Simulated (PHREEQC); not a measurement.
0.019 g of hydrous ferric oxide (600 m²/g; 0.2 weak and 0.005 strong sites per Fe, Dzombak-Morel constants, diffuse double layer) in 1 kg of water with 0.001 mol/kgw of an inert sodium salt, at 25 °C; the pH is set by adding NaOH or the inert anion's acid. Oxygen alone is held at its pressure in air (log pO2 = -0.68). No CO2 enters from the air. Precipitation was switched off in this run.

Base run: PHREEQC, ion-association model, wateq4f.dat. Each further column changes one thing. The table gives surface charge σ (C/m²).

| pH | base | background salt from 0.001 to 0.0001 mol/kgw | oxide from 0.019 to 0.095 g/kgw | 6.6e-06 mol/kgw H3BO3 added |
|---|---|---|---|---|
| 4 | 0.117 | 0.066 | 0.118 | 0.117 |
| 4.67 | 0.067 | [?] | 0.068 | 0.067 |
| 5.33 | 0.037 | 0.014 | 0.037 | 0.037 |
| 6 | 0.019 | 0.006 | 0.019 | 0.019 |
| 6.67 | 0.009 | 0.003 | 0.009 | 0.009 |
| 7.33 | 0.004 | 0.001 | 0.004 | 0.004 |
| 8.67 | -0.003 | [?] | -0.003 | -0.003 |
| 9.33 | -0.007 | -0.002 | -0.007 | -0.007 |
| 10 | -0.015 | -0.007 | -0.015 | -0.015 |
| 10.67 | -0.035 | -0.023 | -0.035 | -0.035 |
| 11.33 | -0.085 | -0.076 | -0.085 | -0.085 |
| 12 | -0.200 | [?] | -0.200 | -0.200 |

What belongs in the gaps?


- 4.67, background salt from 0.001 to 0.0001 mol/kgw: 0.029
- 8.67, background salt from 0.001 to 0.0001 mol/kgw: -0.001
- 12, background salt from 0.001 to 0.0001 mol/kgw: -0.196
